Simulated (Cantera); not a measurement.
Input (Python, Cantera) and output of one run.

```python
import numpy as np
import cantera as ct

gas_names = """
    C CO CO2 C2 C2O C3 C3O2 C4 C5 Cu CuO Cu2 O O2 O3
""".split()
cond_names = """
    C(gr) Cu(cr) Cu(L) CuO(s) Cu2O(s) Cu2O(L)
""".split()


# ... load() reads the species with a 1 bar reference pressure and builds the phases ...
atoms = {
    'Cu2O': {'Cu': 2, 'O': 1},
    'C': {'C': 1},
    'CO': {'C': 1, 'O': 1},
}
top_T = {'C(gr)': 4500, 'CuO(s)': 1390}  # K; cautious upper limits of use, not melting points


# ... equilibrate(T, P, feed) seeds the gas with the atoms and calls Mixture.equilibrate('TP', solver="vcs", rtol=1e-11, max_steps=5000) ...
results = []
feed = {'Cu2O': 1, 'C': 2.2, 'CO': 0.049}  # mol
P = 13332.2  # Pa
for T in [1025, 1075, 1125, 1175, 1225, 1275, 1325, 1375]:
    mix = equilibrate(T, P, feed)
    results.append((T, P, feed, dict(zip(mix.species_names, mix.species_moles))))
    x = sorted(zip(gas.X, gas.species_names), reverse=True)
    print(f"T = {T:g} K  P = {P:g} Pa  gas = {mix.phase_moles(0):.4g} mol")
    print("   x: " + "  ".join(f"{s} {v:.3e}" for v, s in x if v > 1e-05))
    print("   condensed (mol): " + ("  ".join(f"{mix.phase(i).name} {mix.phase_moles(i):.4g}"
          for i in range(1, mix.n_phases) if mix.phase_moles(i) > 1e-12) or "none"))
```

It prints:

```
T = 1025 K  P = 13332.2 Pa  gas = 1.007 mol
   x: CO 9.579e-01  CO2 4.208e-02
   condensed (mol): C(gr) 1.242  Cu(cr) 2
T = 1075 K  P = 13332.2 Pa  gas = 1.031 mol
   x: CO 9.825e-01  CO2 1.749e-02
   condensed (mol): C(gr) 1.218  Cu(cr) 2
T = 1125 K  P = 13332.2 Pa  gas = 1.041 mol
   x: CO 9.923e-01  CO2 7.675e-03
   condensed (mol): C(gr) 1.208  Cu(cr) 2
T = 1175 K  P = 13332.2 Pa  gas = 1.045 mol
   x: CO 9.964e-01  CO2 3.585e-03
   condensed (mol): C(gr) 1.204  Cu(cr) 2
T = 1225 K  P = 13332.2 Pa  gas = 1.047 mol
   x: CO 9.982e-01  CO2 1.779e-03
   condensed (mol): C(gr) 1.202  Cu(cr) 2
T = 1275 K  P = 13332.2 Pa  gas = 1.048 mol
   x: CO 9.991e-01  CO2 9.329e-04
   condensed (mol): C(gr) 1.201  Cu(cr) 2
T = 1325 K  P = 13332.2 Pa  gas = 1.048 mol
   x: CO 9.995e-01  CO2 5.143e-04
   condensed (mol): C(gr) 1.201  Cu(cr) 2
T = 1375 K  P = 13332.2 Pa  gas = 1.049 mol
   x: CO 9.997e-01  CO2 2.965e-04
   condensed (mol): C(gr) 1.2  Cu(L) 2
```

These are equilibrium values from Cantera (NASA tables, ideal gas, pure condensed phases), not measurements of a reactor.
